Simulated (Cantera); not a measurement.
**Ignition delay**

Mixture: 9.47 % CH4, 0.947 % CO, 15.0 % O2, 74.6 % N2, equivalence ratio 1.3, at 4.05 atm, adiabatic and at constant pressure. Ignition delay is the time to a rise of 400 K.

Cantera simulation using GRI-Mech 3.0 (53 species, 325 reactions); the numbers are that mechanism's predictions, not measurements.

```csv
T0 (K),delay (ms)
1123,61.3
1223,15.2
1323,4.32
1423,1.36
1523,0.466
1623,0.177
1723,0.0754
1823,0.0362
1923,0.0193
```

```
Quantity                                                Result
--------------------------------------------------  ----------
apparent activation energy between 1723 and 1923 K  190 kJ/mol
```
